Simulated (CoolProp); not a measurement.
Vapour-liquid equilibrium of diethyl ether (1) + n-hexane (2) at 434.8 K; x and y are mole fractions of (1).

Model: multi-fluid Helmholtz-energy mixture model, Thol 2014 and Thol 2019; pair parameters Bell 2016, in CoolProp.

```
x     bubble pressure, mixture model (MPa)  bubble pressure, Raoult's law (MPa)  y, mixture model  y, Raoult's law
----  ------------------------------------  -----------------------------------  ----------------  ---------------
0.05                                 1.008                                1.002             0.096            0.109
0.15                                 1.138                                1.126             0.254            0.291
0.25                                 1.261                                1.250             0.382            0.436
0.35                                 1.381                                1.374             0.489            0.555
0.45                                 1.499                                1.498             0.584            0.655
0.55                                 1.618                                1.623             0.670            0.739
0.65                                 1.737                                1.747             0.750            0.812
0.75                                 1.859                                1.871             0.825            0.874
0.85                                 1.984                                1.995             0.897            0.929
0.95                                 2.114                                2.119             0.966            0.978
```

The largest gap from Raoult's law is +1.1 % in bubble pressure, at x = 0.15. No azeotrope shows between x = 0.05 and 0.95.

The pair parameters rest on a limited set of measurements; away from them the model extrapolates. The gap from Raoult's law changes sign with composition, which may be real or a fault of the pair parameters; it wasn't checked against measurements.
